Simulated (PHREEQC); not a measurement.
Solution (75 °C): 8.5 mmol/kgw H2SO4, 0.055 mmol/kgw LiCl and 0.041 mmol/kgw Fe2(SO4)3. It is in equilibrium with CO2 at log p = -1 (atm). Otherwise closed; pH follows from the charge balance.

All values are PHREEQC results (ion-association model, phreeqc.dat), not measurements.

**Question.** The ionic strength comes out as 0.0138 mol/kgw. What activity coefficients do Fe(OH)2+, Cl-, Fe+3, FeHSO4+2, Li+ get?

**Answer.** Fe(OH)2+ 0.88, Cl- 0.87, Fe+3 0.36, FeHSO4+2 0.59, Li+ 0.88.

This is a speciation only: nothing precipitates in the calculation. Saturation is exceeded, for instance for Hematite (slow to form), Goethite (slow to form); the values hold only as long as no solid forms. Constants without temperature data keep their 25 °C values here.
